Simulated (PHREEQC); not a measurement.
A solution holds 0.0048 mol H3BO3, 0.0023 mol Na2B4O7 and 0.0001 mol LiCl per kg of water, at 38 °C and 300 atm. Closed to the air; pH follows from the charge balance.

Computed with PHREEQC (ion-association model, phreeqc.dat).

Precipitation was switched off in this run.

Problem. Predict the pH.

Solution. pH 8.60.

Problem. In which forms is B present?

Solution. H3BO3 67 %, H2BO3- 33 % of the B.

Under pressure, the constants of complexes without a molar volume in the database are unreliable. At this temperature some constants are extrapolated from 25 °C, and those without enthalpy data are left unchanged.
